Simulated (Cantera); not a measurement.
Input (Python, Cantera) and output of one run.

```python
import numpy as np
import cantera as ct

gas_names = [...]  # 116 gases of nasa_gas.yaml made of C, H, K, O
cond_names = """
    C(gr) C6H6(L) C7H8(L) C8H18(L),n-octa H2O(s) H2O(L) K(cr) K(L) KOH(a) KOH(b) KOH(L) KO2(s) K2CO3(s)
    K2CO3(L) K2O(s) K2O2(s)
""".split()


# ... load() reads the species with a 1 bar reference pressure and builds the phases ...
atoms = {
    'KOH': {'K': 1, 'O': 1, 'H': 1},
    'CO2': {'C': 1, 'O': 2},
    'O2': {'O': 2},
}
top_T = {'C(gr)': 4500, 'KO2(s)': 780, 'K2O(s)': 1000, 'K2O2(s)': 760}  # K; cautious upper limits of use, not melting points


# ... equilibrate(T, P, feed) seeds the gas with the atoms and calls Mixture.equilibrate('TP', solver="vcs", rtol=1e-11, max_steps=5000) ...
results = []
T = 1298.15  # K
P = 4400  # Pa
for m in [0.018, 0.037, 0.076, 0.15, 0.31, 0.64, 1.3, 2.6, 5.3, 11]:
    feed = {'KOH': 1, 'CO2': 0.039, 'O2': m}  # mol
    mix = equilibrate(T, P, feed)
    results.append((T, P, feed, dict(zip(mix.species_names, mix.species_moles))))

top = {s: max(r[3][s] / sum(r[3][g] for g in gas_names) for r in results) for s in gas_names}
cols = sorted((s for s in top if top[s] > 1e-06), key=lambda s: -top[s])[:8]
seen = [c for c in cond_names if any(r[3].get(c, 0) > 1e-12 for r in results)]
print("log10 of partial pressures in bar; condensed amounts in mol")
print(f"{'n(O2)':>10s}" + "".join(f"{s[:9]:>10s}" for s in cols + seen))
for T, P, feed, n in results:
    ng = sum(n[g] for g in gas_names)
    print(f"{feed['O2']:10.4g}" + "".join(f"{np.log10(max(n[s] / ng * P / 1e5, 1e-99)):10.3f}" for s in cols)
          + "".join(f"{n.get(c, 0):10.4g}" for c in seen))
```

Result:

```
log10 of partial pressures in bar; condensed amounts in mol
     n(O2)        O2       KOH       H2O    K2O2H2         K       CO2        KO        OH  K2CO3(L)
     0.018    -3.068    -1.395    -2.737    -3.055    -3.885    -4.788    -5.976    -6.454   0.03864
     0.037    -2.773    -1.403    -2.748    -3.071    -3.962    -4.783    -5.905    -6.386   0.03863
     0.076    -2.482    -1.419    -2.767    -3.103    -4.041    -4.770    -5.839    -6.323   0.03861
      0.15    -2.219    -1.449    -2.800    -3.162    -4.120    -4.743    -5.787    -6.273   0.03855
      0.31    -1.964    -1.506    -2.862    -3.278    -4.210    -4.690    -5.750    -6.241   0.03842
      0.64    -1.752    -1.605    -2.967    -3.476    -4.310    -4.598    -5.743    -6.241   0.03809
       1.3    -1.596    -1.753    -3.128    -3.771    -4.416    -4.462    -5.771    -6.282   0.03723
       2.6    -1.494    -1.947    -3.350    -4.158    -4.524    -4.298    -5.828    -6.367   0.03492
       5.3    -1.430    -2.185    -3.671    -4.635    -4.618    -4.141    -5.890    -6.512   0.02869
        11    -1.395    -2.455    -4.148    -5.175    -4.658    -4.079    -5.913    -6.742   0.01626
```

Method: chemical equilibrium by Gibbs-energy minimisation in Cantera with the NASA 1993 tables (ideal gas, pure condensed phases).
